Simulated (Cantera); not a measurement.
Feed: 1 mol MgO, 3 mol SiCl4, 18 mol O2, held at 775 K and 10.0 mbar.

These are equilibrium values from Cantera (NASA tables, ideal gas, pure condensed phases), not measurements of a reactor. Candidate condensed phases: Mg, MgCl2, MgO, MgSiO3, Mg2SiO4, Si, SiO2; 20 gas species. Condensed phases not in the tables: alloys, solid solutions and most ternary compounds. Equilibrium is a limit: real reactors are often held back by kinetics, nucleation or transport.

Base state: O2 0.714, Cl2 0.286, Cl 2.75e-5 (mole fractions); condensed: MgSiO3(s) + SiO2(α-quartz).

Problem. What changes in the equilibrium state with this change: temperature from 775 K to 1425 K?

Solution. 
| species | before | after |
|---|---|---|
| O2 | 0.714 | 0.664 |
| Cl2 | 0.286 | 0.180 |
| Cl | 2.75e-5 | 0.146 |
| MgCl2 | <1e-9 | 0.0106 |
| O | <1e-9 | 1.13e-5 |
| ClO | 3.14e-7 | 0.000323 |
| MgSiO3(s), mol | 1.00 | 0.759 |
| SiO2(α-quartz), mol | 2.00 | 0 |
| SiO2(β-quartz), mol | 0 | 2.24 |
Mutual solubility and eutectic melting of coexisting phases are not modelled. The tables hold silica as quartz up to 1696 K and as liquid above; real silica turns to tridymite and cristobalite and melts near 1996 K.
